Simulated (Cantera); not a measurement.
Feed: 1 mol Si, 2.7 mol Cl2, equilibrated at 1498.15 K and 22000 Pa.

Method: chemical equilibrium by Gibbs-energy minimisation in Cantera with the NASA 1993 tables (ideal gas, pure condensed phases). Candidate condensed phases: Si; 9 gas species. The tables' values for SiCl3 are old estimates; treat these amounts as uncertain. The numbers say what is thermodynamically allowed, not how fast it happens.

What is the equilibrium state?


```json
{
 "x(SiCl4)": "0.566",
 "x(Cl2)": "0.360",
 "x(Cl)": "0.0738",
 "x(SiCl3)": "6.02e-5",
 "gas_amount": "1.765 mol",
 "log10 activity of Si(s) (absent)": "-14.99"
}
```
